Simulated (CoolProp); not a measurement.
Computed with CoolProp (reference Helmholtz-energy equation of state, Lemmon 2016).

Q: For R227EA, give the phase and the cv (kJ/(kg K)), speed of sound (m/s), Joule-Thomson coefficient (K/MPa), conductivity (mW/(m K)) at 419.3 K and 627 kPa; 419.3 K and 3130 kPa.

A: 
- 419.3 K and 627 kPa: gas; cv 0.930, speed of sound 140, Joule-Thomson coefficient 6.39, conductivity 23.2
- 419.3 K and 3130 kPa: supercritical; cv 0.972, speed of sound 112, Joule-Thomson coefficient 8.17, conductivity 27.6

Thermal conductivity comes from a separate model (Huber 2003), an estimate that may be off by 10 % or more.
